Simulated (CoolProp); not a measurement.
Properties of CH2F2 (R32) along the isobar 1.42 MPa (Tc = 351.3 K, pc = 5.783 MPa, ω = 0.277).

Computed with CoolProp (reference Helmholtz-energy equation of state, Tillner-Roth 1997).

```
T (K)  phase  density (kg/m³)  cp (kJ/(kg K))  Prandtl number  fugacity coefficient
-----  -----  ---------------  --------------  --------------  --------------------
323.8    gas            31.89           1.143           0.945                0.8753
333.9    gas            30.34           1.110           0.904                0.8883
344      gas            29.00           1.090           0.873                0.8996
354.1    gas            27.80           1.078           0.849                0.9094
364.2    gas            26.73           1.071           0.829                0.9180
374.3    gas            25.76           1.070           0.812                0.9257
384.5    gas            24.87           1.071           0.798                0.9325
394.6    gas            24.06           1.076           0.786                0.9385
404.7    gas            23.31           1.082           0.776                0.9439
414.8    gas            22.62           1.089           0.766                0.9488
424.9    gas            21.97           1.098           0.757                0.9532
435      gas            21.37           1.108           0.750                0.9571
```

Viscosity comes from a separate model (Bell 2016), an estimate that may be off by 10 % or more. Thermal conductivity comes from a separate model (Huber 2003), an estimate that may be off by 10 % or more.
